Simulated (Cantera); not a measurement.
## Adiabatic ignition

An adiabatic, constant-volume homogeneous reactor starts with CO : H2 : CH4 : O2 : N2 : H2O = 1 : 0.19 : 0.31 : 2.02 : 7.61 : 0.5 (molar parts), at 1150 K and 0.260 bar.

Detailed kinetics in Cantera: GRI-Mech 3.0 (53 species, 325 reactions).

| t (s) | T (K) | P (bar) | x CO | x H2 | x CH4 | x C2H6 | x C2H2 |
|---|---|---|---|---|---|---|---|
| 1.00e-6 | 1150 | 0.260 | 0.0860 | 0.0163 | 0.0267 | <1e-12 | <1e-12 |
| 3.03e-6 | 1150 | 0.260 | 0.0860 | 0.0163 | 0.0267 | <1e-12 | <1e-12 |
| 9.20e-6 | 1150 | 0.260 | 0.0860 | 0.0163 | 0.0267 | <1e-12 | <1e-12 |
| 2.79e-5 | 1150 | 0.260 | 0.0860 | 0.0163 | 0.0267 | <1e-12 | <1e-12 |
| 8.47e-5 | 1150 | 0.260 | 0.0860 | 0.0163 | 0.0267 | <1e-12 | <1e-12 |
| 0.000257 | 1150 | 0.260 | 0.0860 | 0.0163 | 0.0267 | 1.27e-11 | <1e-12 |
| 0.000779 | 1150 | 0.260 | 0.0860 | 0.0163 | 0.0267 | 5.09e-9 | <1e-12 |
| 0.00236 | 1162 | 0.263 | 0.0859 | 0.0162 | 0.0254 | 0.000235 | 1.66e-8 |
| 0.00717 | 2485 | 0.542 | 0.0169 | 0.00294 | <1e-12 | <1e-12 | <1e-12 |
| 0.0217 | 2478 | 0.541 | 0.0166 | 0.00289 | <1e-12 | <1e-12 | <1e-12 |
| 0.0659 | 2472 | 0.539 | 0.0164 | 0.00286 | <1e-12 | <1e-12 | <1e-12 |
| 0.200 | 2471 | 0.539 | 0.0164 | 0.00285 | <1e-12 | <1e-12 | <1e-12 |
x: mole fraction; the columns are a selection and need not sum to one.

```json
{
 "time_of_steepest_temperature_rise": "3.28 ms",
 "temperature at 0.200 s": "2471 K",
 "equilibrium_temperature": "2471 K",
 "x(CO) at 0.200 s": "0.0164 (gas-phase equilibrium 0.0164)",
 "x(H2) at 0.200 s": "0.00285 (gas-phase equilibrium 0.00285)",
 "x(CH4) at 0.200 s": "<1e-12 (gas-phase equilibrium <1e-12)"
}
```
